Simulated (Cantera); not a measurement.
A closed system holds: 1 mol MgSO₄, 0.65 mol C, 3.2 mol CO₂, at 7.50 Torr.

Cantera equilibrium calculation (NASA polynomials, part measured and part estimated; ideal gas, pure solids and liquids). Candidate condensed phases: C, Mg, MgCO₃, MgO, MgS, MgSO₄, S; 26 gas species. Gases not in the tables: S₃ to S₇. Kinetics and transport are ignored.

x: gas mole fraction; n: condensed amount in mol.

```json
[
 {"T (K)": "975", "x CO₂": "0.802", "x SO₂": "0.179", "x CO": "0.00318", "x S₂": "0.0145", "x O₂": "<1e-12", "n MgO(s)": "1.00"},
 {"T (K)": "1075", "x CO₂": "0.794", "x SO₂": "0.182", "x CO": "0.00972", "x S₂": "0.0128", "x O₂": "<1e-12", "n MgO(s)": "1.00"},
 {"T (K)": "1175", "x CO₂": "0.779", "x SO₂": "0.188", "x CO": "0.0228", "x S₂": "0.00953", "x O₂": "(withheld)", "n MgO(s)": "1.00"},
 {"T (K)": "1275", "x CO₂": "0.756", "x SO₂": "0.197", "x CO": "0.0413", "x S₂": "0.00488", "x O₂": "(withheld)", "n MgO(s)": "1.00"},
 {"T (K)": "1375", "x CO₂": "0.739", "x SO₂": "0.203", "x CO": "0.0559", "x S₂": "0.00121", "x O₂": "(withheld)", "n MgO(s)": "1.00"},
 {"T (K)": "1475", "x CO₂": "0.734", "x SO₂": "0.205", "x CO": "0.0600", "x S₂": "0.000157", "x O₂": "(withheld)", "n MgO(s)": "1.00"},
 {"T (K)": "1575", "x CO₂": "0.733", "x SO₂": "0.205", "x CO": "0.0604", "x S₂": "2.05e-5", "x O₂": "(withheld)", "n MgO(s)": "1.00"},
 {"T (K)": "1675", "x CO₂": "0.733", "x SO₂": "0.205", "x CO": "0.0605", "x S₂": "3.36e-6", "x O₂": "(withheld)", "n MgO(s)": "1.000"},
 {"T (K)": "1775", "x CO₂": "0.733", "x SO₂": "0.204", "x CO": "0.0610", "x S₂": "7.03e-7", "x O₂": "(withheld)", "n MgO(s)": "1.000"},
 {"T (K)": "1875", "x CO₂": "0.727", "x SO₂": "0.204", "x CO": "0.0647", "x S₂": "2.20e-7", "x O₂": "(withheld)", "n MgO(s)": "1.000"},
 {"T (K)": "1975", "x CO₂": "0.708", "x SO₂": "0.202", "x CO": "0.0781", "x S₂": "1.43e-7", "x O₂": "(withheld)", "n MgO(s)": "1.000"}
]
```

Question: Fill in the missing entries.

Answer: 
- 1175, x O₂: 1.06e-11
- 1275, x O₂: 2.83e-10
- 1375, x O₂: 7.00e-9
- 1475, x O₂: 1.67e-7
- 1575, x O₂: 3.00e-6
- 1675, x O₂: 3.84e-5
- 1775, x O₂: 0.000362
- 1875, x O₂: 0.00237
- 1975, x O₂: 0.00941
